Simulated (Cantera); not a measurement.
## CaF2 + H2 + N2 (halide evaporation, hydrolysis and transport)

Charge: 1 mol CaF2, 49 mol H2, 100 mol N2, equilibrated at 2.10e-5 bar.

These are equilibrium values from Cantera (NASA tables, ideal gas, pure condensed phases), not measurements of a reactor. Candidate condensed phases: Ca, CaF2; 25 gas species. Rates play no part.

```tsv
T (°C)	x N2	x H	x H2	x HF
1377	0.661	0.0111	0.314	0.00733
1427	0.658	0.0179	0.309	0.00861
1477	0.654	0.0279	0.302	0.00972
1527	0.649	0.0422	0.292	0.0106
1577	0.642	0.0620	0.278	0.0111
1627	0.633	0.0884	0.260	0.0114
1677	0.622	0.122	0.238	0.0115
1727	0.609	0.163	0.211	0.0115
1777	0.593	0.210	0.180	0.0113
1827	0.576	0.260	0.147	0.0111
1877	0.560	0.310	0.114	0.0108
1927	0.545	0.356	0.0837	0.0106
```
x: gas mole fraction; nothing condenses.

From 1377 °C to 1927 °C nothing is condensed. The main Ca-bearing gas is Ca throughout.
